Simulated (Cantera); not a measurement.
A Cantera script and what it prints.

```python
import numpy as np
import cantera as ct

gas_names = """
    OH H
""".split()
cond_names = """
    V2O3(s) V2O3(L) V2O4(I) V2O4(II) V2O4(L)
""".split()


# ... load() reads the species with a 1 bar reference pressure and builds the phases ...
species = {s.name: s for s in load("nasa_gas.yaml", gas_names) + load("nasa_condensed.yaml", cond_names)}
# Each term lists the table entries of one substance; the one whose range holds T is used.
reactions = {
    'OH(g) + V2O3 = H(g) + V2O4':
        [(-1, ['OH']), (-1, ['V2O3(s)', 'V2O3(L)']), (1, ['H']), (1, ['V2O4(I)', 'V2O4(II)', 'V2O4(L)'])],
}


def pick(names, T):
    return next(species[n] for n in names if species[n].thermo.min_temp <= T <= species[n].thermo.max_temp)


results = []
for label, terms in reactions.items():
    print(label)
    print("     T/K   dH/kJ  dS/(J/K)   dG/kJ   log10 K")
    for T in [1123, 1273, 1423, 1573, 1723, 1873, 2023]:
        used = [(nu, pick(names, T)) for nu, names in terms]
        dH = sum(nu * s.thermo.h(T) for nu, s in used) / 1e6
        dS = sum(nu * s.thermo.s(T) for nu, s in used) / 1e3
        dG = dH - T * dS / 1e3
        logK = -dG * 1e6 / (ct.gas_constant * T * np.log(10))
        results.append((label, T, dH, dS, dG, logK, [s.name for _, s in used]))
        print(f"{T:8g} {dH:8.1f} {dS:8.1f} {dG:8.1f} {logK:8.2f}")
```

Result:

```
OH(g) + V2O3 = H(g) + V2O4
     T/K   dH/kJ  dS/(J/K)   dG/kJ   log10 K
    1123    -11.2    -23.1     14.7    -0.68
    1273     -9.6    -21.7     18.1    -0.74
    1423     -8.3    -20.8     21.3    -0.78
    1573     -7.4    -20.2     24.3    -0.81
    1723     -6.8    -19.8     27.3    -0.83
    1873    107.4     43.0     26.8    -0.75
    2023    112.2     45.5     20.1    -0.52
```

Source: NASA polynomial tables (part measured, part estimated), evaluated in Cantera. Condensed species are held in their standard states even where they would react or evaporate.
